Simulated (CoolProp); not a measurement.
The fluid at 564.73 K and 0.967 MPa flows at 0.59 m/s in a round tube of 4.6 mm bore and 1.5 µm roughness, fully developed (64/Re and Nu = 3.66 if laminar; Colebrook and Gnielinski if turbulent). The same conditions are run with several fluids, on thermodynamics alone (safety and materials aside).

Model: reference Helmholtz-energy equation of state of each fluid (m-xylene: Zhou 2012; p-xylene: Zhou 2012; oxygen: Schmidt 1985; propane: Lemmon 2009), in CoolProp.

```
fluid     Reynolds number  Darcy friction factor  pressure drop (Pa/m)  heat-transfer coefficient (W/(m² K))  mass flow (kg/h)
--------  ---------------  ---------------------  --------------------  ------------------------------------  ----------------
m-xylene                …                      …                     …                                     …             0.908
p-xylene             5750                      …                  35.5                                   154             0.912
oxygen                534                  0.120                  29.8                                  36.3                 …
propane                 …                      …                  13.4                                  47.1             0.326
```

### Question
Complete the blanks.

### Answer

- m-xylene, Reynolds number: 5600
- m-xylene, Darcy friction factor: 0.0366
- m-xylene, pressure drop (Pa/m): 35.6
- m-xylene, heat-transfer coefficient (W/(m² K)): 146
- p-xylene, Darcy friction factor: 0.0363
- oxygen, mass flow (kg/h): 0.232
- propane, Reynolds number: 1680
- propane, Darcy friction factor: 0.0382

Above 300 K oxygen's equation is extrapolated.

Transport values come from each fluid's own correlations.
